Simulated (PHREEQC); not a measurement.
A solution holds 0.0013 mol/kgw MgCl2, 0.00026 mol/kgw NaHCO3 and 3.3e-07 mol/kgw H4SiO4, at 20 °C. Closed to the air; pH follows from the charge balance.

Model: Pitzer model, pitzer.dat, run in PHREEQC.

No solid was allowed to form.

Estimate the pH, specific conductance.

pH 8.14; specific conductance 300 µS/cm.

In which forms is C present?

HCO3- 97 %, CO2 1.5 %, CO3-2 0.7 % of the C.

Species that the database lacks are ignored.
